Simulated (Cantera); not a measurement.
Charge: 1 mol CH3Cl, 0.013 mol Si, 0.55 mol H2, at 848.15 K and 3.40 mbar.

Cantera equilibrium calculation (NASA polynomials, part measured and part estimated; ideal gas, pure solids and liquids). The numbers say what is thermodynamically allowed, not how fast it happens.

```json
[
 {"species": "H2", "before": "0.620", "after": "0.657"},
 {"species": "HCl", "before": "0.374", "after": "0.323"},
 {"species": "SiCl4", "before": "0.00511", "after": "0.0191"},
 {"species": "SiHCl3", "before": "1.38e-5", "after": "6.31e-5"},
 {"species": "CH4", "before": "0.000836", "after": "0.000937"},
 {"species": "C(graphite), mol", "before": "0.998", "after": "0.998"}
]
```
Gas species are given as mole fractions.

### Question
Which change was made?
(A) pressure from 3.40 mbar to 18.0 mbar
(B) temperature from 848.15 K to 1650 K
(C) temperature from 848.15 K to 3123 K
(D) Si from 0.013 to 0.048 mol

### Answer
D, Si from 0.013 to 0.048 mol
